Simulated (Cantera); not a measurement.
## Adiabatic ignition

An adiabatic, constant-pressure homogeneous reactor starts with 2.00 % C₂H₄, 20.0 % O₂, 75.0 % N₂, 2.99 % H₂O, equivalence ratio 0.30, at 1375 K and 5.70 bar.

Cantera simulation using GRI-Mech 3.0 (53 species, 325 reactions); the numbers are that mechanism's predictions, not measurements. GRI-Mech 3.0 was tuned for natural gas; its chemistry of ethylene as a main component is partial and can be far from experiment.

```csv
t (s),T (K),x C₂H₄,x O₂,x H₂O,x H₂,x CH₂CO,x HCN
3.00e-6,1375,0.0200,0.200,0.0299,1.06e-7,6.60e-9,<1e-12
1.33e-5,1375,0.0200,0.200,0.0299,9.14e-7,1.67e-6,<1e-12
5.91e-5,2004,<1e-12,0.140,0.0668,0.000460,<1e-12,4.77e-12
0.000262,2071,<1e-12,0.139,0.0691,3.96e-5,<1e-12,<1e-12
0.00116,2072,<1e-12,0.139,0.0691,3.80e-5,<1e-12,<1e-12
0.00516,2072,<1e-12,0.139,0.0691,3.80e-5,<1e-12,<1e-12
0.0229,2071,<1e-12,0.139,0.0691,3.78e-5,<1e-12,<1e-12
0.102,2069,<1e-12,0.139,0.0691,3.73e-5,<1e-12,<1e-12
0.451,2062,<1e-12,0.137,0.0691,3.58e-5,<1e-12,<1e-12
2.00,2056,<1e-12,0.136,0.0691,3.44e-5,<1e-12,<1e-12
```
x: mole fraction; the columns are a selection and need not sum to one.

```json
{
  "time_of_steepest_temperature_rise": "32.4 µs",
  "temperature at 2.00 s": "2056 K",
  "equilibrium_temperature": "2056 K",
  "x(C₂H₄) at 2.00 s": "<1e-12 (gas-phase equilibrium <1e-12)",
  "x(O₂) at 2.00 s": "0.136 (gas-phase equilibrium 0.136)",
  "x(H₂O) at 2.00 s": "0.0691 (gas-phase equilibrium 0.0691)"
}
```
